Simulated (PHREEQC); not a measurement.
Consider water at 20 °C with 2.9 mmol/kgw HF, 0.28 mmol/kgw (NH4)2SiF6, 0.039 mmol/kgw H3BO3 and 1.3 mmol/kgw H2SO4. It is in equilibrium with CO2 at log p = -1 (atm). Otherwise closed; pH follows from the charge balance.

Computed with PHREEQC (ion-association model, phreeqc.dat).

```json
[
 {"quantity": "pH", "before": "2.55", "after": "3.09"},
 {"quantity": "SO4-2 (mol/kgw)", "before": "0.00108", "after": "0.000244"},
 {"quantity": "F- (mol/kgw)", "before": "0.000651", "after": "0.000441"},
 {"quantity": "SiF6-2 (mol/kgw)", "before": "0.000254", "after": "3.91e-7"},
 {"quantity": "SI of Quartz (SiO2)", "before": "-0.53", "after": "-0.20"}
]
```

Which change was made?
A) temperature from 20 to 50 °C
B) H3BO3 left out
C) HF from 0.0029 to 0.029 mol/kgw
D) H2SO4 replaced by K2SO4 at the same molality
E) diluted 5-fold with water

E, diluted 5-fold with water

This is a speciation only: nothing precipitates in the calculation. SiF6-2 is the database's only silicon fluoride. Real BF4- forms and hydrolyses slowly; the run takes it at equilibrium.
